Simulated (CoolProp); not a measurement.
A closed Brayton cycle with carbon dioxide: compressor inlet 310.15 K and 7.8 MPa, high pressure 16.5 MPa, turbine inlet 955 K, compressor efficiency 0.8, turbine efficiency 0.93, recuperator effectiveness 0.9 (on enthalpy, no pinch check). Each further row changes one setting.

Computed with CoolProp (reference Helmholtz-energy equation of state, Span 1996).

| case | thermal efficiency (%) | net work (kJ/kg) | compressor to turbine work | compressor exit (K) | turbine exit (K) |
|---|---|---|---|---|---|
| as stated | (withheld) | 91.5 | 0.24 | 362.6 | 852.9 |
| turbine inlet 905 K | (withheld) | (withheld) | 0.26 | 362.6 | 806.5 |
| compressor inlet 320.15 K | (withheld) | (withheld) | 0.31 | 382.9 | 852.9 |
| high pressure 14 MPa | 31.9 | 73.4 | (withheld) | 350.8 | 874.7 |
| recuperator effectiveness 0.5 | (withheld) | 91.5 | 0.24 | 362.6 | 852.9 |

### Question
Fill in the missing entries.

### Answer

- as stated, thermal efficiency (%): 35.1
- turbine inlet 905 K, thermal efficiency (%): 34.1
- turbine inlet 905 K, net work (kJ/kg): 84.7
- compressor inlet 320.15 K, thermal efficiency (%): 34.8
- compressor inlet 320.15 K, net work (kJ/kg): 83.2
- high pressure 14 MPa, compressor to turbine work: 0.23
- recuperator effectiveness 0.5, thermal efficiency (%): 18.7
